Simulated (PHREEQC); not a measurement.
Consider water at 82 °C with 0.093 mol/kgw HF, 0.13 mol/kgw (CH3)4NF, 0.00034 mol/kgw H2SiF6 and 0.00015 mol/kgw HCl. Closed to the air; pH follows from the charge balance.

All values are PHREEQC results (ion-association model, phreeqc.dat), not measurements.

Precipitation was switched off in this run.

Q: Order these F species by the share of F that they hold, largest first: HF2-, SiF6-2, HF, F-.

A: F- (45 %), HF (29 %), HF2- (25 %), SiF6-2 (0.91 %)

The pH is 3.70 and the ionic strength 0.131 mol/kgw. (CH3)4N+ isn't in the database: it is added as a free cation with an ion size of 4 Å. Constants without temperature data keep their 25 °C values here. SiF6-2 is the database's only silicon fluoride.
